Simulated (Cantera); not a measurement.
Charge: 1 mol Si, 0.29 mol O₂, 1.4 mol H₂, equilibrated at 1802 °C and 0.435 Torr.

Cantera equilibrium calculation (NASA polynomials, part measured and part estimated; ideal gas, pure solids and liquids). Candidate condensed phases: H₂O, Si, SiO₂; 18 gas species. Gases not in the tables: Si₂H₆ and higher silanes. The numbers say what is thermodynamically allowed, not how fast it happens.

Task: What is the equilibrium state?

Result: 
* **x(H₂)**: 0.521
* **x(SiO)**: 0.233
* **x(Si)**: 0.162
* **x(H)**: 0.0799
* **x(Si₂)**: 0.00185
* **x(SiH)**: 0.00161
* **x(Si₃)**: 0.000353
* **x(SiH₂)**: 7.71e-5
* **gas amount**: 2.491 mol
* **log10 activity of Si(l) (absent)**: -0.03
